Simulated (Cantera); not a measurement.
Equilibrium for iron carbonyl, mercury and lead vapours: Pb + H2

Charge: 1 mol Pb, 28 mol H2, equilibrated at 0.0220 bar.

Method: chemical equilibrium by Gibbs-energy minimisation in Cantera with the NASA 1993 tables (ideal gas, pure condensed phases). Candidate condensed phases: Pb; 4 gas species. Equilibrium is a limit: real reactors are often held back by kinetics, nucleation or transport.

From 750 °C to 850 °C the condensed part is Pb(l). From 950 °C to 1350 °C nothing is condensed. The main Pb-bearing gas is Pb throughout.

| T (°C) | log p H2 | log p Pb | log p H | log p Pb2 | n Pb(l) |
|---|---|---|---|---|---|
| 750 | -1.66 | -4.57 | -9.21 | -9.93 | 0.966 |
| 850 | -1.66 | -3.74 | -8.20 | -8.53 | 0.765 |
| 950 | -1.67 | -3.12 | -7.36 | -7.53 | 0 |
| 1050 | -1.67 | -3.12 | -6.64 | -7.72 | 0 |
| 1150 | -1.67 | -3.12 | -6.01 | -7.89 | 0 |
| 1250 | -1.67 | -3.12 | -5.47 | -8.04 | 0 |
| 1350 | -1.67 | -3.12 | -5.00 | -8.17 | 0 |
log p: log10 of the partial pressure in bar; n: condensed amount in mol.
